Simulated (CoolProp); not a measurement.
Saturation properties of R236FA.

Computed with CoolProp (reference Helmholtz-energy equation of state, Pan 2012).

```csv
T (K),p (MPa),enthalpy of vaporisation (kJ/kg),liquid conductivity (mW/(m K))
281.2,___,154.5,78.1
286.7,0.1822,151.6,76.4
292.1,0.2211,148.7,74.9
297.6,0.2670,145.6,73.3
303.1,___,___,71.7
308.5,0.3792,139.2,70.1
314,0.4479,___,___
319.5,___,132.3,67.0
```

### Question
Fill in the missing entries.

### Answer

- 281.2, p (MPa): 0.1483
- 303.1, p (MPa): 0.3198
- 303.1, enthalpy of vaporisation (kJ/kg): 142.4
- 314, enthalpy of vaporisation (kJ/kg): 135.8
- 314, liquid conductivity (mW/(m K)): 68.6
- 319.5, p (MPa): 0.5257

It boils at 271.7 K under 1 atm.

Thermal conductivity comes from a separate model (Huber 2003), an estimate that may be off by 10 % or more.
